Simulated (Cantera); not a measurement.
What does this Cantera script print?

```python
import numpy as np
import cantera as ct

gas = ct.Solution("gri30.yaml")
gas.TPX = 1500, 130000, {'CH4': 1, 'O2': 2.02, 'N2': 14.3}
reactor = ct.IdealGasConstPressureReactor(gas, energy="on", clone=False)
net = ct.ReactorNet([reactor])
net.rtol, net.atol = 1e-08, 1e-16
show = ['CH4', 'O2', 'CO', 'C2H', 'CH2', 'N2O']
times = np.geomspace(2e-06, 4, 13)

steps = ct.SolutionArray(gas, extra=["t"])
rows = []
print(f"{'t/s':>10s}{'T/K':>9s}{'P/Pa':>11s}" + "".join(f"{s:>11s}" for s in show))
for t in times:
    while net.time < t:
        t_next = net.step()
        steps.append(gas.state, t=t_next)
    rows.append([np.interp(t, steps.t, y) for y in (steps.T, steps.P, *steps(*show).X.T)])
    print(f"{t:10.3e}{rows[-1][0]:9.1f}{rows[-1][1]:11.4g}" + "".join(f"{x:11.3e}" for x in rows[-1][2:]))
rate = np.gradient(steps.T, steps.t)
print("integrator steps:", len(steps.t))
if steps.T.max() > steps.T[0] + 200:
    print(f"time of steepest temperature rise: {steps.t[rate.argmax()]:.4e} s")
gas.TPX = 1500, 130000, {'CH4': 1, 'O2': 2.02, 'N2': 14.3}
gas.equilibrate("HP")
print(f"equilibrium (HP): T = {gas.T:.1f} K  " + "  ".join(f"{s} {gas[s].X[0]:.3e}" for s in show))
```

It prints:

```
       t/s      T/K       P/Pa        CH4         O2         CO        C2H        CH2        N2O
 2.000e-06   1500.0    1.3e+05  5.774e-02  1.166e-01  2.954e-13  2.395e-28  1.308e-14  1.130e-13
 6.701e-06   1500.0    1.3e+05  5.774e-02  1.166e-01  8.105e-12  1.315e-25  7.774e-14  7.162e-13
 2.245e-05   1500.0    1.3e+05  5.773e-02  1.166e-01  2.509e-10  5.406e-23  5.954e-13  5.866e-12
 7.521e-05   1500.0    1.3e+05  5.772e-02  1.166e-01  1.183e-08  3.306e-20  8.300e-12  5.196e-11
 2.520e-04   1500.0    1.3e+05  5.764e-02  1.166e-01  1.106e-06  5.097e-17  2.116e-10  3.474e-10
 8.442e-04   1504.6    1.3e+05  5.633e-02  1.158e-01  1.554e-04  1.667e-13  4.479e-09  2.601e-09
 2.828e-03   2484.7    1.3e+05  1.201e-16  9.669e-03  1.523e-02  7.870e-22  3.826e-16  2.557e-07
 9.476e-03   2494.0    1.3e+05  1.311e-16  8.419e-03  1.455e-02  7.600e-22  3.543e-16  2.687e-07
 3.175e-02   2489.3    1.3e+05  1.424e-16  7.746e-03  1.473e-02  7.805e-22  3.592e-16  2.807e-07
 1.064e-01   2488.8    1.3e+05  1.435e-16  7.683e-03  1.475e-02  7.824e-22  3.596e-16  2.823e-07
 3.564e-01   2488.8    1.3e+05  1.435e-16  7.683e-03  1.475e-02  7.824e-22  3.596e-16  2.823e-07
 1.194e+00   2488.8    1.3e+05  1.435e-16  7.683e-03  1.475e-02  7.824e-22  3.596e-16  2.823e-07
 4.000e+00   2488.8    1.3e+05  1.435e-16  7.683e-03  1.475e-02  7.824e-22  3.596e-16  2.823e-07
integrator steps: 1902
time of steepest temperature rise: 1.6695e-03 s
equilibrium (HP): T = 2488.8 K  CH4 1.860e-16  O2 7.683e-03  CO 1.475e-02  C2H 8.467e-22  CH2 4.065e-16  N2O 2.823e-07
```

Computed with Cantera and GRI-Mech 3.0 (53 species, 325 reactions).
